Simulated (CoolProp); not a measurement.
Model: reference Helmholtz-energy equation of state, Thol 2016, in CoolProp.

Task: For R1234ze(E), give the phase and the Z, cp (kJ/(kg K)), expansivity (1/kK), conductivity (mW/(m K)) at 420 K and 32.1 bar; 420 K and 53.6 bar; 420 K and 139 bar.

Result: 
- 420 K and 32.1 bar: gas; Z 0.746, cp 1.32, expansivity 6.37, conductivity 27.7
- 420 K and 53.6 bar: supercritical; Z 0.520, cp 2.13, expansivity 17.9, conductivity 38.6
- 420 K and 139 bar: supercritical; Z 0.546, cp 1.60, expansivity 4.76, conductivity 57.7

Thermal conductivity comes from a separate model (Perkins 2011).
